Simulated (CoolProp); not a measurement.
Vapour-liquid equilibrium of R245fa (1) + n-pentane (2) at 0.155 MPa; x and y are mole fractions of (1).

Values from CoolProp's multi-fluid Helmholtz-energy mixture model, Akasaka 2015 and Thol 2019; pair parameters Bell 2016.

| x | bubble temperature (°C) | y at the bubble point | dew temperature at overall composition x (°C) | liquid density (mol/L) |
|---|---|---|---|---|
| 0.05 | 36.1 | 0.360 | 47.5 | 8.468 |
| 0.2 | 23.5 | 0.624 | 42.4 | 8.732 |
| 0.35 | 21.5 | 0.666 | 36.6 | 8.882 |
| 0.5 | 21.2 | 0.674 | 29.9 | 9.054 |
| 0.65 | 21.1 | 0.684 | 22.2 | 9.281 |
| 0.8 | 21.3 | 0.726 | 22.3 | 9.568 |
| 0.95 | 23.8 | 0.880 | 25.2 | 9.875 |

y crosses x between x = 0.65 and 0.8: the model has an azeotrope there.

The pair parameters rest on a limited set of measurements; away from them the model extrapolates. With so large a gap from Raoult's law the liquid may split in two, which this calculation doesn't test in full.
